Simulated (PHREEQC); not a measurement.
# Silver or lead bath: an equilibrium model

Solution (20 °C): 0.25 mol/kgw AgF and 0.0031 mol/kgw KNO3. Closed to the air; pH follows from the charge balance.

Equilibrium calculation in PHREEQC: ion-association model, wateq4f.dat.

Each row changes one thing in this solution. This is a speciation only: nothing precipitates in the calculation.

```json
[
 {"case": "as made", "pH": "7.67", "ionic strength (mol/kgw)": "0.203", "F- (mol/kgw)": "0.200", "HF (mol/kgw)": "3.97e-6", "HF2- (mol/kgw)": "3.06e-6"},
 {"case": "KNO3 left out", "pH": "7.67", "ionic strength (mol/kgw)": "0.200", "F- (mol/kgw)": "0.200", "HF (mol/kgw)": "3.97e-6", "HF2- (mol/kgw)": "3.06e-6"},
 {"case": "AgF replaced by NaF at the same molality", "pH": "8.31", "ionic strength (mol/kgw)": "0.238", "F- (mol/kgw)": "0.235", "HF (mol/kgw)": "1.03e-6", "HF2- (mol/kgw)": "9.43e-7"},
 {"case": "KNO3 from 0.0031 to 0.00465 mol/kgw", "pH": "7.67", "ionic strength (mol/kgw)": "0.204", "F- (mol/kgw)": "0.200", "HF (mol/kgw)": "3.96e-6", "HF2- (mol/kgw)": "3.06e-6"},
 {"case": "AgF from 0.25 to 0.375 mol/kgw", "pH": "7.71", "ionic strength (mol/kgw)": "0.285", "F- (mol/kgw)": "0.282", "HF (mol/kgw)": "4.86e-6", "HF2- (mol/kgw)": "5.39e-6"},
 {"case": "KNO3 replaced by HNO3 at the same molality", "pH": "5.02", "ionic strength (mol/kgw)": "0.200", "F- (mol/kgw)": "0.196", "HF (mol/kgw)": "0.00175", "HF2- (mol/kgw)": "0.00132"}
]
```

Species that the database lacks are ignored. Some of these states are supersaturated (in Ag2O, for instance).
